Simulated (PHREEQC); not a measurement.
Make-up at 75 °C: 0.034 mol/kgw HF, 0.0037 mol/kgw H2SiF6, 0.0017 mol/kgw H3BO3 and 0.018 mol/kgw HCl. Closed to the air; pH follows from the charge balance.

All values are PHREEQC results (ion-association model, phreeqc.dat), not measurements.

Each row changes one thing in this solution. This is a speciation only: nothing precipitates in the calculation.

```json
[
 {"case": "as made", "pH": "1.63", "ionic strength (mol/kgw)": "0.0305", "HF (mol/kgw)": "0.0285", "SiF6-2 (mol/kgw)": "0.00347", "F- (mol/kgw)": "0.000373", "H4SiO4 (mol/kgw)": "0.000226", "SI of Quartz (SiO2)": "-0.29"},
 {"case": "H3BO3 from 0.0017 to 0.00187 mol/kgw", "pH": "1.63", "ionic strength (mol/kgw)": "0.0305", "HF (mol/kgw)": "0.0281", "SiF6-2 (mol/kgw)": "0.00345", "F- (mol/kgw)": "0.000366", "H4SiO4 (mol/kgw)": "0.000249", "SI of Quartz (SiO2)": "-0.25"},
 {"case": "H2SiF6 from 0.0037 to 0.00555 mol/kgw", "pH": "___", "ionic strength (mol/kgw)": "0.0356", "HF (mol/kgw)": "0.0293", "SiF6-2 (mol/kgw)": "0.00521", "F- (mol/kgw)": "0.000347", "H4SiO4 (mol/kgw)": "0.000345", "SI of Quartz (SiO2)": "-0.11"},
 {"case": "H3BO3 left out", "pH": "___", "ionic strength (mol/kgw)": "0.0294", "HF (mol/kgw)": "0.0339", "SiF6-2 (mol/kgw)": "0.00362", "F- (mol/kgw)": "0.000461", "H4SiO4 (mol/kgw)": "7.82e-5", "SI of Quartz (SiO2)": "-0.75"},
 {"case": "H2SiF6 replaced by Na2SiF6 at the same molality", "pH": "___", "ionic strength (mol/kgw)": "0.0308", "HF (mol/kgw)": "0.0278", "SiF6-2 (mol/kgw)": "0.00356", "F- (mol/kgw)": "0.000495", "H4SiO4 (mol/kgw)": "0.000145", "SI of Quartz (SiO2)": "-0.48"},
 {"case": "H2SiF6 from 0.0037 to 0.00074 mol/kgw", "pH": "___", "ionic strength (mol/kgw)": "0.0222", "HF (mol/kgw)": "0.0274", "SiF6-2 (mol/kgw)": "0.000698", "F- (mol/kgw)": "0.000432", "H4SiO4 (mol/kgw)": "4.21e-5", "SI of Quartz (SiO2)": "-1.02"},
 {"case": "0.00044 mol/kgw H2S added", "pH": "1.63", "ionic strength (mol/kgw)": "0.0305", "HF (mol/kgw)": "0.0285", "SiF6-2 (mol/kgw)": "0.00347", "F- (mol/kgw)": "0.000373", "H4SiO4 (mol/kgw)": "0.000226", "SI of Quartz (SiO2)": "-0.29"}
]
```

Some entries are withheld; supply them.


- H2SiF6 from 0.0037 to 0.00555 mol/kgw, pH: 1.58
- H3BO3 left out, pH: 1.65
- H2SiF6 replaced by Na2SiF6 at the same molality, pH: 1.77
- H2SiF6 from 0.0037 to 0.00074 mol/kgw, pH: 1.73

At this temperature some constants are extrapolated from 25 °C, and those without enthalpy data are left unchanged. SiF6-2 is the database's only silicon fluoride. Real BF4- forms and hydrolyses slowly; the run takes it at equilibrium.
